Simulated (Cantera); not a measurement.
A Cantera script and what it prints.

```python
import numpy as np
import cantera as ct

gas_names = """
    B BH BH2 BH3 BO BO2 B2 B2O B2O2 B2O3 B3O3H3 H HBO HBO2 HO2 H2 H2O H2O2 H3B3O6 O OH O2 O3
""".split()
cond_names = """
    B(b) B(L) B2O3(L) B3O3H3(cr) H2O(s) H2O(L)
""".split()


# ... load() reads the species with a 1 bar reference pressure and builds the phases ...
atoms = {
    'B2O3': {'B': 2, 'O': 3},
    'H2O': {'H': 2, 'O': 1},
}
top_T = {}  # K; cautious upper limits of use, not melting points


# ... equilibrate(T, P, feed) seeds the gas with the atoms and calls Mixture.equilibrate('TP', solver="vcs", rtol=1e-11, max_steps=5000) ...
results = []
feed = {'B2O3': 1, 'H2O': 1.2}  # mol
P = 9400  # Pa
for T in [1450, 1550, 1650, 1750, 1850, 1950, 2050, 2150, 2250, 2350]:
    mix = equilibrate(T, P, feed)
    results.append((T, P, feed, dict(zip(mix.species_names, mix.species_moles))))
    x = sorted(zip(gas.X, gas.species_names), reverse=True)
    print(f"T = {T:g} K  P = {P:g} Pa  gas = {mix.phase_moles(0):.4g} mol")
    print("   x: " + "  ".join(f"{s} {v:.3e}" for v, s in x if v > 0.0001))
    print("   condensed (mol): " + ("  ".join(f"{mix.phase(i).name} {mix.phase_moles(i):.4g}"
          for i in range(1, mix.n_phases) if mix.phase_moles(i) > 1e-12) or "none"))
```

Result:

```
T = 1450 K  P = 9400 Pa  gas = 1.229 mol
   x: H2O 9.493e-01  HBO2 4.869e-02  H3B3O6 1.497e-03  H2 2.660e-04  O2 1.216e-04
   condensed (mol): B2O3(L) 0.9672
T = 1550 K  P = 9400 Pa  gas = 1.273 mol
   x: H2O 8.833e-01  HBO2 1.140e-01  H3B3O6 1.042e-03  H2 6.249e-04  B2O3 6.199e-04  O2 2.776e-04  OH 1.220e-04
   condensed (mol): B2O3(L) 0.9246
T = 1650 K  P = 9400 Pa  gas = 1.362 mol
   x: H2O 7.640e-01  HBO2 2.294e-01  B2O3 3.701e-03  H2 1.264e-03  H3B3O6 6.676e-04  O2 5.356e-04  OH 2.877e-04  BO2 1.056e-04
   condensed (mol): B2O3(L) 0.8373
T = 1750 K  P = 9400 Pa  gas = 1.532 mol
   x: H2O 5.830e-01  HBO2 3.947e-01  B2O3 1.781e-02  H2 2.182e-03  O2 8.451e-04  OH 5.551e-04  BO2 4.573e-04  H3B3O6 3.630e-04
   condensed (mol): B2O3(L) 0.6692
T = 1850 K  P = 9400 Pa  gas = 1.864 mol
   x: HBO2 5.633e-01  H2O 3.583e-01  B2O3 7.164e-02  H2 3.143e-03  BO2 1.581e-03  O2 9.933e-04  OH 8.296e-04  H3B3O6 1.455e-04
   condensed (mol): B2O3(L) 0.3396
T = 1950 K  P = 9400 Pa  gas = 2.208 mol
   x: HBO2 6.041e-01  H2O 2.361e-01  B2O3 1.489e-01  H2 4.516e-03  BO2 3.690e-03  OH 1.193e-03  O2 1.115e-03  H 2.513e-04
   condensed (mol): none
T = 2050 K  P = 9400 Pa  gas = 2.215 mol
   x: HBO2 5.812e-01  H2O 2.420e-01  B2O3 1.575e-01  H2 7.664e-03  BO2 6.477e-03  OH 2.235e-03  O2 1.846e-03  H 6.478e-04  BO 1.418e-04  O 1.364e-04  HBO 1.211e-04
   condensed (mol): none
T = 2150 K  P = 9400 Pa  gas = 2.226 mol
   x: HBO2 5.573e-01  H2O 2.454e-01  B2O3 1.649e-01  H2 1.229e-02  BO2 1.076e-02  OH 3.932e-03  O2 2.911e-03  H 1.525e-03  BO 3.957e-04  O 3.439e-04  HBO 2.516e-04
   condensed (mol): none
T = 2250 K  P = 9400 Pa  gas = 2.243 mol
   x: HBO2 5.313e-01  H2O 2.455e-01  B2O3 1.709e-01  H2 1.870e-02  BO2 1.701e-02  OH 6.534e-03  O2 4.398e-03  H 3.312e-03  BO 1.004e-03  O 7.981e-04  HBO 4.859e-04
   condensed (mol): none
T = 2350 K  P = 9400 Pa  gas = 2.27 mol
   x: HBO2 5.021e-01  H2O 2.417e-01  B2O3 1.751e-01  H2 2.707e-02  BO2 2.573e-02  OH 1.030e-02  H 6.693e-03  O2 6.390e-03  BO 2.342e-03  O 1.721e-03  HBO 8.777e-04
   condensed (mol): none
```

Cantera equilibrium calculation (NASA polynomials, part measured and part estimated; ideal gas, pure solids and liquids). Gases not in the tables: H3BO3.
